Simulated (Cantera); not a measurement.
Charge: 1 mol BF3, 0.25 mol O2, 1.1 mol H2, equilibrated at 1798 K and 41.0 mbar.

These are equilibrium values from Cantera (NASA tables, ideal gas, pure condensed phases), not measurements of a reactor. Candidate condensed phases: B, B2O3, B3O3H3, H2O; 43 gas species. The tables' values for BF2 are old estimates; treat these amounts as uncertain. Equilibrium is a limit: real reactors are often held back by kinetics, nucleation or transport.

Base state: HF 0.383, H2 0.229, BF3 0.193, BOF 0.189, H2O 0.00241, BF2 0.00219, H 0.000832, HBO2 0.000456 (mole fractions); condensed: gas only.

Problem. What changes in the equilibrium state with this change: BF3 replaced by B?

Solution. 
```
species      before   after
---------  --------  ------
H2            0.229   0.752
HBO        0.000110   0.132
B2O2        2.02e-7  0.0885
HF            0.383       0
BF3           0.193       0
BOF           0.189       0
B2O3        6.32e-6  0.0173
BF2         0.00219       0
BHF2       0.000443       0
B(s), mol         0   0.528
```
The tables' values for BH2 are old estimates; treat these amounts as uncertain.
